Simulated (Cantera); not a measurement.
Charge: 1 mol Si₃N₄, 0.11 mol N₂O, 14 mol N₂, 0.18 mol CO₂, at 1473 K and 0.00960 bar.

Method: chemical equilibrium by Gibbs-energy minimisation in Cantera with the NASA 1993 tables (ideal gas, pure condensed phases). Mutual solubility and eutectic melting of coexisting phases are not modelled. Rates play no part.

```csv
species,before,after
N₂,1.000,0.967
SiO,6.57e-6,0.0214
CO,0.000394,0.00684
Si,1.15e-8,0.00444
Si₂N,<1e-9,0.000147
Si₂C,<1e-9,0.000121
SiN,1.63e-9,0.000112
Si₂,<1e-9,4.58e-5
"SiC(s), mol",0.174,0.0641
"Si₂N₂O(s), mol",0.464,0
"Si₃N₄(s), mol",0.632,0
"Si(l), mol",0,2.49
```
Gas species are given as mole fractions.

Task: Name the change that produced these shifts.
A) temperature from 1473 K to 1298.15 K
B) pressure from 0.00960 bar to 2.90 bar
C) temperature from 1473 K to 1998.15 K
D) pressure from 0.00960 bar to 2.80 bar

Result: C, temperature from 1473 K to 1998.15 K. The tables' values for SiN are old estimates; treat these amounts as uncertain
